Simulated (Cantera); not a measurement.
Feed: 1 mol SiC, 0.022 mol CO2, 62 mol H2, at 1125 K and 100 Torr.

These are equilibrium values from Cantera (NASA tables, ideal gas, pure condensed phases), not measurements of a reactor. Candidate condensed phases: C, C6H6, C7H8, C8H18, H2O, Si, SiC, SiO2; 123 gas species. Mutual solubility and eutectic melting of coexisting phases are not modelled. Equilibrium is a limit: real reactors are often held back by kinetics, nucleation or transport.

Task: What is the equilibrium state?

Result: 
| Quantity | Result |
|---|---|
| x(H2) | 0.999 |
| x(CH4) | 0.000704 |
| x(CO) | 4.24e-6 |
| n(SiC(s)) | 0.978 mol |
| n(SiO2(β-quartz)) | 0.0219 mol |
| gas amount | 61.96 mol |
| log10 activity of C(graphite) (absent) | -0.74 |
| log10 activity of Si(s) (absent) | -2.25 |
